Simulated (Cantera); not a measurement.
What does this Cantera script print?

```python
import numpy as np
import cantera as ct

gas_names = """
    H HO2 H2 H2O H2O2 O OH O2 O3 Ta TaO TaO2
""".split()
cond_names = """
    H2O(s) H2O(L) Ta(cr) Ta(L) Ta2O5(s) Ta2O5(L)
""".split()


def load(file, names, dense=False):
    # The tables refer to 1 bar. Condensed volumes are neglected.
    table = {s.name: s for s in ct.Species.list_from_file(file)}
    out = []
    for n in names:
        d = dict(table[n].input_data)
        d["thermo"] = dict(d["thermo"], **{"reference-pressure": 1e5})
        if dense:
            d["equation-of-state"] = {"model": "constant-volume", "density": "1e6 g/cm^3"}
        out.append(ct.Species.from_dict(d))
    return out


gas = ct.Solution(thermo="ideal-gas", species=load("nasa_gas.yaml", gas_names))
cond = {s.name: ct.Solution(thermo="fixed-stoichiometry", species=[s], name=s.name)
        for s in load("nasa_condensed.yaml", cond_names, dense=True)}
atoms = {
    'Ta2O5': {'Ta': 2, 'O': 5},
    'H2': {'H': 2},
}
top_T = {}  # K; cautious upper limits of use, not melting points


def equilibrate(T, P, feed):
    n = {}
    for name, mol in feed.items():
        for a, k in atoms[name].items():
            n[a] = n.get(a, 0.0) + k * mol
    gas.TPX = T, P, n
    mass = sum(n.values()) * gas.mean_molecular_weight
    gas.equilibrate("TP")
    valid = [c for c in cond.values() if c.min_temp <= T <= top_T.get(c.name, c.max_temp)]
    mix = ct.Mixture([(gas, mass / gas.mean_molecular_weight)] + [(c, 0.0) for c in valid])
    mix.T, mix.P = T, P
    mix.equilibrate("TP", solver="vcs", rtol=1e-11, max_steps=5000)
    return mix


results = []
feed = {'Ta2O5': 1, 'H2': 6.9}  # mol
P = 1333.22  # Pa
for T in [1023, 1098, 1173, 1248, 1323, 1398, 1473, 1548]:
    mix = equilibrate(T, P, feed)
    results.append((T, P, feed, dict(zip(mix.species_names, mix.species_moles))))
    x = sorted(zip(gas.X, gas.species_names), reverse=True)
    print(f"T = {T:g} K  P = {P:g} Pa  gas = {mix.phase_moles(0):.4g} mol")
    print("   x: " + "  ".join(f"{s} {v:.3e}" for v, s in x if v > 1e-06))
    print("   condensed (mol): " + ("  ".join(f"{mix.phase(i).name} {mix.phase_moles(i):.4g}"
          for i in range(1, mix.n_phases) if mix.phase_moles(i) > 1e-12) or "none"))
```

Output:

```
T = 1023 K  P = 1333.22 Pa  gas = 6.9 mol
   x: H2 1.000e+00
   condensed (mol): Ta(cr) 8.188e-07  Ta2O5(s) 1
T = 1098 K  P = 1333.22 Pa  gas = 6.9 mol
   x: H2 1.000e+00  H2O 1.041e-06
   condensed (mol): Ta(cr) 2.872e-06  Ta2O5(s) 1
T = 1173 K  P = 1333.22 Pa  gas = 6.9 mol
   x: H2 1.000e+00  H2O 3.087e-06  H 1.021e-06
   condensed (mol): Ta(cr) 8.52e-06  Ta2O5(s) 1
T = 1248 K  P = 1333.22 Pa  gas = 6.9 mol
   x: H2 1.000e+00  H2O 7.986e-06  H 4.045e-06
   condensed (mol): Ta(cr) 2.204e-05  Ta2O5(s) 1
T = 1323 K  P = 1333.22 Pa  gas = 6.9 mol
   x: H2 1.000e+00  H2O 1.845e-05  H 1.373e-05
   condensed (mol): Ta(cr) 5.092e-05  Ta2O5(s) 1
T = 1398 K  P = 1333.22 Pa  gas = 6.9 mol
   x: H2 9.999e-01  H 4.098e-05  H2O 3.878e-05
   condensed (mol): Ta(cr) 0.000107  Ta2O5(s) 0.9999
T = 1473 K  P = 1333.22 Pa  gas = 6.9 mol
   x: H2 9.998e-01  H 1.096e-04  H2O 7.527e-05
   condensed (mol): Ta(cr) 0.0002078  Ta2O5(s) 0.9999
T = 1548 K  P = 1333.22 Pa  gas = 6.901 mol
   x: H2 9.996e-01  H 2.666e-04  H2O 1.365e-04
   condensed (mol): Ta(cr) 0.0003768  Ta2O5(s) 0.9998
```

Equilibrium computed with Cantera from the NASA thermochemical tables; the gas is ideal and each condensed phase is pure. Mutual solubility and eutectic melting of coexisting phases are not modelled. Condensed phases not in the tables: N, O or C dissolved in the metal.
